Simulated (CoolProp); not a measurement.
Vapour-liquid equilibrium of R134a (1) + R245fa (2) at 0.0686 bar; x and y are mole fractions of (1).

Values from CoolProp's multi-fluid Helmholtz-energy mixture model, Tillner-Roth 1994 and Akasaka 2015; pair parameters Akasaka 2014.

| x | bubble temperature (K) | y at the bubble point | dew temperature at overall composition x (K) | liquid density (mol/L) |
|---|---|---|---|---|
| 0.05 | 230.4 | 0.328 | 234.9 | 11.37 |
| 0.2 | [?] | 0.729 | 232.6 | 11.94 |
| 0.35 | [?] | 0.865 | 230.0 | 12.45 |
| 0.5 | 209.7 | 0.927 | 226.8 | [?] |
| 0.65 | [?] | 0.961 | [?] | 13.46 |
| 0.8 | 203.9 | 0.982 | 217.3 | 13.99 |
| 0.95 | 201.7 | 0.996 | 207.7 | 14.57 |

Q: What belongs in the gaps?

A: 
- 0.2, bubble temperature (K): 220.2
- 0.35, bubble temperature (K): 214.0
- 0.5, liquid density (mol/L): 12.95
- 0.65, bubble temperature (K): 206.5
- 0.65, dew temperature at overall composition x (K): 222.8

No azeotrope shows between x = 0.05 and 0.95.

Pair parameters are fitted to limited data, so mixtures are less certain than the pure fluids.
